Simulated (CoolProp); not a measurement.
Vapour-liquid equilibrium of CH2F2 (R32) (1) + R134a (2) at -87.35 °C; x and y are mole fractions of (1).

Model: multi-fluid Helmholtz-energy mixture model, Tillner-Roth 1997 and Tillner-Roth 1994; pair parameters Lemmon 2004, in CoolProp.

```tsv
x	bubble pressure (kPa)	y at the bubble point	dew pressure at overall composition x (kPa)	liquid density (mol/L)
0.05	2.448	0.244	2.031	15.49
0.15	3.423	0.515	2.226	16.14
0.25	4.360	0.662	[?]	16.85
0.35	[?]	0.755	2.756	17.62
0.45	6.151	0.821	3.126	18.47
0.55	7.020	0.870	3.610	[?]
0.65	7.878	0.909	4.267	20.43
0.75	8.735	0.940	5.206	21.58
0.85	9.594	0.967	[?]	22.87
0.95	[?]	0.990	9.039	24.32
```

**Question.** Complete the blanks.

**Answer.** 
- 0.25, dew pressure at overall composition x (kPa): 2.463
- 0.35, bubble pressure (kPa): 5.267
- 0.55, liquid density (mol/L): 19.40
- 0.85, dew pressure at overall composition x (kPa): 6.641
- 0.95, bubble pressure (kPa): 10.46

No azeotrope shows between x = 0.05 and 0.95.

The pair parameters rest on a limited set of measurements; away from them the model extrapolates.
